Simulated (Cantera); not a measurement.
**Equilibrium for silicon nitride deposition: SiCl₄ + N₂**

Input: 1 mol SiCl₄, 1.6 mol N₂, at 1275 °C and 12.0 mbar.

Equilibrium computed with Cantera from the NASA thermochemical tables; the gas is ideal and each condensed phase is pure. Candidate condensed phases: Si, Si₃N₄; 13 gas species. The tables' values for SiCl₃ are old estimates; treat these amounts as uncertain. The numbers say what is thermodynamically allowed, not how fast it happens.

```json
{
 "x(N₂)": "0.607",
 "x(SiCl₄)": "0.367",
 "x(Cl)": "0.0128",
 "x(SiCl₃)": "0.0114",
 "x(SiCl₂)": "0.000993",
 "x(Cl₂)": "0.000307",
 "gas_amount": "2.634 mol",
 "log10 activity of Si(s) (absent)": "-7.04"
}
```
